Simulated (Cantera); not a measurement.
A perfectly stirred reactor is fed with CH₄ : N₂ = 1 : 130 (molar parts), at 140000 Pa; it is held at 1775 K, and followed from long to short residence time.

Cantera simulation using GRI-Mech 3.0 (53 species, 325 reactions); the numbers are that mechanism's predictions, not measurements. GRI-Mech 3.0 stops at C3 and has no aromatics, soot or wall deposition, so with more carbon than oxygen in the feed, carbon stays in small species such as C2H2 where larger ones or solid carbon would form.

Problem. Predict: x(CH₄) at τ = 4.70 s; x(C₂H) at τ = 4.70 s; x(C₂H₆) at τ = 4.70 s; x(C₂H₂) at τ = 4.70 s; x(HCN) at τ = 4.70 s; x(CH₄) at τ = 31.0 ms; x(C₂H) at τ = 31.0 ms; x(C₂H₆) at τ = 31.0 ms; x(C₂H₂) at τ = 31.0 ms; x(HCN) at τ = 31.0 ms.

Solution. 
- x(CH₄) at τ = 4.70 s: 0.000197
- x(C₂H) at τ = 4.70 s: 6.58e-8
- x(C₂H₆) at τ = 4.70 s: 2.42e-8
- x(C₂H₂) at τ = 4.70 s: 0.00362
- x(HCN) at τ = 4.70 s: 0.000125
- x(CH₄) at τ = 31.0 ms: 0.00217
- x(C₂H) at τ = 31.0 ms: 4.94e-8
- x(C₂H₆) at τ = 31.0 ms: 2.90e-6
- x(C₂H₂) at τ = 31.0 ms: 0.00261
- x(HCN) at τ = 31.0 ms: 6.08e-6
